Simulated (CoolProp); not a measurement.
Vapour pressure (MPa) of CH3F (R41): the reference equation beside estimates from Tc = 44.1 °C, pc = 5.906 MPa, ω = 0.200.

Model: reference Helmholtz-energy equation of state, Lemmon 2006, in CoolProp. It is a short technical equation, of lower accuracy than the large ones.

```
T (°C)  reference  Lee-Kesler  Peng-Robinson
------  ---------  ----------  -------------
-74.75     0.1231      0.1189         0.1209
-62.15     0.2294      0.2263         0.2272
-49.65     0.3944      0.3949         0.3933
-37.15     0.6378      0.6446         0.6397
-24.65     0.9805      0.9956         0.9882
-12.15      1.446       1.470          1.463
0.35        2.060       2.091          2.089
12.85       2.851       2.888          2.895
```

Absolute difference from the reference over all 8 rows, mean and median: Lee-Kesler 1.5 and 1.4 %, Peng-Robinson 1.0 and 1.1 %.
